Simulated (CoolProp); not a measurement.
C3F8 (R218) along the isotherm 396.2 K: density (kg/m³) from the reference equation and from simpler models built on Tc = 345.0 K, pc = 26.40 bar, ω = 0.317; each cubic takes its own stable root.

Model: reference Helmholtz-energy equation of state, Lemmon 2006, in CoolProp. It is a short technical equation, of lower accuracy than the large ones.

```json
[
 {"p (bar)": "7.33", "phase": "gas", "reference": "44.38", "ideal gas": "41.84", "van der Waals": "44.57", "Peng-Robinson": "44.85"},
 {"p (bar)": "14.7", "phase": "gas", "reference": "95.36", "ideal gas": "83.90", "van der Waals": "96.42", "Peng-Robinson": "97.15"},
 {"p (bar)": "22", "phase": "gas", "reference": "154.6", "ideal gas": "125.6", "van der Waals": "[?]", "Peng-Robinson": "158.2"},
 {"p (bar)": "29.3", "phase": "supercritical", "reference": "226.2", "ideal gas": "[?]", "van der Waals": "238.2", "Peng-Robinson": "231.2"},
 {"p (bar)": "36.7", "phase": "supercritical", "reference": "315.5", "ideal gas": "209.5", "van der Waals": "353.6", "Peng-Robinson": "320.1"},
 {"p (bar)": "44", "phase": "supercritical", "reference": "421.9", "ideal gas": "251.1", "van der Waals": "[?]", "Peng-Robinson": "421.7"},
 {"p (bar)": "51.3", "phase": "supercritical", "reference": "[?]", "ideal gas": "[?]", "van der Waals": "[?]", "Peng-Robinson": "528.3"},
 {"p (bar)": "58.7", "phase": "supercritical", "reference": "650.4", "ideal gas": "[?]", "van der Waals": "658.2", "Peng-Robinson": "628.1"},
 {"p (bar)": "66", "phase": "supercritical", "reference": "738.5", "ideal gas": "376.7", "van der Waals": "[?]", "Peng-Robinson": "711.7"}
]
```

**Question.** What belongs in the gaps?

**Answer.** 
- 22, van der Waals: 158.3
- 29.3, ideal gas: 167.2
- 44, van der Waals: 497.5
- 51.3, reference: 539.2
- 51.3, ideal gas: 292.8
- 51.3, van der Waals: 596.6
- 58.7, ideal gas: 335.0
- 66, van der Waals: 700.9
